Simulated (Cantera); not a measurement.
Charge: 1 mol CH₃Cl, 0.36 mol Si, equilibrated at 0.133 bar.

Equilibrium computed with Cantera from the NASA thermochemical tables; the gas is ideal and each condensed phase is pure. Candidate condensed phases: C, C₆H₆, C₇H₈, C₈H₁₈, Si, SiC; 109 gas species. The tables' values for SiCl₃ are old estimates; treat these amounts as uncertain. Equilibrium is a limit: real reactors are often held back by kinetics, nucleation or transport.

x: gas mole fraction; n: condensed amount in mol.

```
T (K)   x H₂  x HCl     x SiCl₄     x SiCl₂  x SiCl₃    x SiHCl₃       x CH₄  n C(graphite)  n SiC(s)
-----  -----  -----  ----------  ----------  -------  ----------  ----------  -------------  --------
1248   0.625  0.321      0.0464    0.000926  0.00244     0.00318    0.000581          0.740     0.259
1273   0.612  0.340      0.0409     0.00125  0.00279     0.00294    0.000469          0.731     0.268
1298   0.600  0.357      0.0356     0.00165  0.00314     0.00270    0.000382          0.722     0.277
1323   0.588  0.373  (withheld)  (withheld)  0.00347  (withheld)  (withheld)          0.714     0.285
1348   0.578  0.387      0.0262     0.00274  0.00378     0.00222    0.000260          0.707     0.292
1373   0.568  0.400      0.0221     0.00343  0.00405     0.00199    0.000217          0.701     0.298
1398   0.560  0.411  (withheld)  (withheld)  0.00427  (withheld)  (withheld)          0.696     0.304
1423   0.553  0.420      0.0152     0.00511  0.00444     0.00156    0.000155          0.691     0.308
1448   0.547  0.428      0.0124     0.00610  0.00455     0.00136    0.000133          0.688     0.312
1473   0.542  0.435      0.0101     0.00717  0.00460     0.00118    0.000115          0.685     0.314
1498   0.538  0.440     0.00811     0.00833  0.00460     0.00102    0.000100          0.683     0.316
1523   0.535  0.443     0.00649     0.00956  0.00456    0.000879     8.78e-5          0.682     0.317
1548   0.533  0.446     0.00517      0.0109  0.00448    0.000753     7.76e-5          0.682     0.318
1573   0.531  0.448     0.00410      0.0122  0.00436    0.000645     6.89e-5          0.682     0.318
```

Q: Fill in the missing entries.

A: 
- 1323, x SiCl₄: 0.0307
- 1323, x SiCl₂: 0.00215
- 1323, x SiHCl₃: 0.00246
- 1323, x CH₄: 0.000314
- 1398, x SiCl₄: 0.0185
- 1398, x SiCl₂: 0.00422
- 1398, x SiHCl₃: 0.00177
- 1398, x CH₄: 0.000183
